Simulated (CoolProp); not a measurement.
Carbonyl sulfide along the isotherm 37.25 °C: fugacity coefficient from the reference equation and from simpler models built on Tc = 105.6 °C, pc = 6.369 MPa, ω = 0.098; each cubic takes its own stable root.

Values from CoolProp's reference Helmholtz-energy equation of state, Lemmon 2006. It is a short technical equation, of lower accuracy than the large ones.

| p (MPa) | phase | reference |
|---|---|---|
| 1.33 | gas | 0.8720 |
| 2.65 | liquid | 0.5526 |
| 3.98 | liquid | 0.3800 |
| 5.31 | liquid | 0.2941 |
| 6.63 | liquid | 0.2431 |
| 7.96 | liquid | 0.2089 |
| 9.29 | liquid | 0.1848 |
| 10.6 | liquid | 0.1670 |
| 11.9 | liquid | 0.1533 |
| 13.3 | liquid | 0.1417 |
| 14.6 | liquid | 0.1331 |
| 15.9 | liquid | 0.1259 |

**Question.** How far does each simpler model (van der Waals, Redlich-Kwong, Soave-Redlich-Kwong, Peng-Robinson) lie from the reference over these 12 states: mean and median of the absolute difference, and the worst?

**Answer.** 
- van der Waals: mean 55.2 %, median 59.1 %, worst +72.5 % at 37.25 °C and 15.9 MPa
- Redlich-Kwong: mean 8.0 %, median 8.6 %, worst +10.0 % at 37.25 °C and 15.9 MPa
- Soave-Redlich-Kwong: mean 2.5 %, median 2.6 %, worst +3.8 % at 37.25 °C and 15.9 MPa
- Peng-Robinson: mean 1.4 %, median 1.4 %, worst -2.3 % at 37.25 °C and 15.9 MPa

At some of these states van der Waals gives the other phase, because its saturation line lies elsewhere.
